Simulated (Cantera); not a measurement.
Gas mixture: 43.0 % NH3, 14.0 % C2H4, 43.0 % C2H2, at 308 Torr, frozen composition.

Cantera's kinetic-theory transport with the Lennard-Jones parameters of GRI-Mech 3.0, ideal gas; thermal conductivity in the multicomponent form. Polar gases are described roughly by these parameters.

One state of this run: ρ (kg/m³) = 0.158; cp (J/kg/K) = 2582; μ (µPa s) = 22.4; λ (mW/m/K) = 80.5; Pr = 0.720; D (cm²/s) CH3 = 2.25; D (cm²/s) H2O = 2.36; D (cm²/s) N2 = 2.10. D: mixture-averaged diffusion coefficient of that species in the mixture.

Q: Which value of T (K) does it belong to?
A. 1000
B. 700
C. 400
D. 600

A: B, 700
